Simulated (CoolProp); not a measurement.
R152A at 293.15 K and 1.15 MPa flows at 0.17 m/s in a round tube of 6 mm bore and 1.5 µm roughness, fully developed (64/Re and Nu = 3.66 if laminar; Colebrook and Gnielinski if turbulent). Each further row changes one setting.

Model: reference Helmholtz-energy equation of state, Outcalt 1996, in CoolProp. It is a modified Benedict-Webb-Rubin equation, recast in Helmholtz form.

| case | Reynolds number | Darcy friction factor | pressure drop (Pa/m) | heat-transfer coefficient (W/(m² K)) | mass flow (kg/h) |
|---|---|---|---|---|---|
| as stated | 5400 | 0.0369 | ? | 541 | 15.8 |
| velocity 0.34 m/s | 10800 | 0.0307 | ? | 1050 | ? |
| diameter 12 mm | 10800 | 0.0305 | 33.5 | ? | ? |

**Question.** Some entries are withheld; supply them.

**Answer.** 
- as stated, pressure drop (Pa/m): 81.2
- velocity 0.34 m/s, pressure drop (Pa/m): 270
- velocity 0.34 m/s, mass flow (kg/h): 31.6
- diameter 12 mm, heat-transfer coefficient (W/(m² K)): 520
- diameter 12 mm, mass flow (kg/h): 63.3

Viscosity comes from a separate model (Bell 2016), an estimate that may be off by 10 % or more. Thermal conductivity comes from a separate model (Krauss 1996).
